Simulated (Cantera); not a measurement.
Cantera run, input and output.

```python
import numpy as np
import cantera as ct

gas = ct.Solution("h2o2.yaml")
gas.TPX = 450, 200000, {'H2': 1, 'O2': 0.208, 'N2': 0.783}
flame = ct.FreeFlame(gas, width=0.025)
flame.set_refine_criteria(ratio=3, slope=0.08, curve=0.16)
flame.transport_model = "unity-Lewis-number"
flame.solve(loglevel=0, auto=True)
z, T = flame.grid, flame.T
thick = (T[-1] - T[0]) / np.gradient(T, z).max()
show = ['H2', 'O2', 'H2O2', 'HO2', 'O', 'H']
print(f"laminar burning velocity  {flame.velocity[0] * 100:.3f} cm/s")
print(f"burnt temperature         {T[-1]:.1f} K")
print(f"thermal thickness         {thick * 1e3:.4f} mm")
print(f"grid points               {len(z)}")
z0 = z[flame.heat_release_rate.argmax()]
print(f"{'z/mm':>9s}{'T/K':>9s}{'u/(m/s)':>9s}" + "".join(f"{s:>11s}" for s in show))
rows = []
for k in (-3, -2, -1.5, -1, -0.5, -0.25, 0, 0.25, 0.5, 1, 2, 4, 8):
    zz = z0 + k * thick
    rows.append([k * thick, np.interp(zz, z, T), np.interp(zz, z, flame.velocity),
                 *(np.interp(zz, z, flame.X[gas.species_index(s)]) for s in show)])
    print(f"{rows[-1][0] * 1e3:9.3f}{rows[-1][1]:9.1f}{rows[-1][2]:9.3f}" + "".join(f"{x:11.3e}" for x in rows[-1][3:]))
```

Result:

```
laminar burning velocity  319.240 cm/s
burnt temperature         2049.0 K
thermal thickness         0.1662 mm
grid points               118
     z/mm      T/K  u/(m/s)         H2         O2       H2O2        HO2          O          H
   -0.499    450.0    3.192  5.023e-01  1.045e-01  1.455e-09  1.356e-08  2.864e-11  1.953e-13
   -0.332    450.1    3.193  5.022e-01  1.045e-01  3.667e-08  3.408e-07  1.524e-09  1.073e-11
   -0.249    450.6    3.196  5.022e-01  1.044e-01  1.721e-07  1.603e-06  9.486e-09  7.155e-11
   -0.166    455.6    3.231  5.018e-01  1.042e-01  1.564e-06  1.515e-05  1.435e-07  2.052e-09
   -0.083    567.0    3.993  4.914e-01  9.771e-02  1.829e-05  2.991e-04  1.283e-05  4.539e-05
   -0.042    873.7    6.037  4.564e-01  7.823e-02  1.562e-05  2.576e-04  1.816e-04  3.879e-03
    0.000   1250.1    8.437  3.826e-01  4.328e-02  2.733e-06  9.112e-05  9.986e-04  2.777e-02
    0.042   1490.8    9.907  3.170e-01  1.462e-02  7.397e-07  2.664e-05  1.122e-03  5.480e-02
    0.083   1613.2   10.630  2.948e-01  3.834e-03  4.504e-07  6.448e-06  6.323e-04  6.065e-02
    0.166   1727.7   11.283  2.954e-01  3.808e-04  2.591e-07  6.154e-07  3.117e-04  5.085e-02
    0.332   1828.5   11.843  3.046e-01  6.137e-05  1.340e-07  1.236e-07  1.703e-04  3.589e-02
    0.665   1909.9   12.286  3.127e-01  2.620e-05  6.199e-08  6.000e-08  7.948e-05  2.326e-02
    1.329   1968.5   12.602  3.185e-01  1.025e-05  2.601e-08  2.611e-08  3.143e-05  1.412e-02
```

Computed with Cantera and the H2/O2 subset of GRI-Mech 3.0, which has no nitrogen chemistry. Unity Lewis numbers drop preferential diffusion, which matters most where H2 and H carry the flame. Burning velocities carry a grid error of a few per cent, more on coarse grids.
